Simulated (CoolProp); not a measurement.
The fluid at 298.15 K and 3.77 MPa flows at 0.056 m/s in a round tube of 2 mm bore and 45 µm roughness, fully developed (64/Re and Nu = 3.66 if laminar; Colebrook and Gnielinski if turbulent). The same conditions are run with several fluids, on thermodynamics alone (safety and materials aside).

Computed with CoolProp (reference Helmholtz-energy equation of state of each fluid (CH2F2 (R32): Tillner-Roth 1997; sulfur hexafluoride: Guder 2009; R141b: Lemmon 2006; R143a: Lemmon and Jacobsen 2000; p-xylene: Zhou 2012)).

```
fluid                Reynolds number  Darcy friction factor  pressure drop (Pa/m)  heat-transfer coefficient (W/(m² K))  mass flow (kg/h)
-------------------  ---------------  ---------------------  --------------------  ------------------------------------  ----------------
CH2F2 (R32)                      938                 0.0683                  52.1                                   250             0.617
sulfur hexafluoride       (withheld)                 0.0531                  58.0                                   102        (withheld)
R141b                            327                  0.196            (withheld)                            (withheld)             0.786
R143a                            905             (withheld)            (withheld)                                   134             0.604
p-xylene                         154                  0.415            (withheld)                            (withheld)             0.544
```

Fill in the missing entries.


- sulfur hexafluoride, Reynolds number: 1210
- sulfur hexafluoride, mass flow (kg/h): 0.883
- R141b, pressure drop (Pa/m): 190
- R141b, heat-transfer coefficient (W/(m² K)): 169
- R143a, Darcy friction factor: 0.0707
- R143a, pressure drop (Pa/m): 52.9
- p-xylene, pressure drop (Pa/m): 280
- p-xylene, heat-transfer coefficient (W/(m² K)): 234

Transport values come from each fluid's own correlations; those of CH2F2 (R32), R141b, R143a are estimates that may be off by 10 % or more.
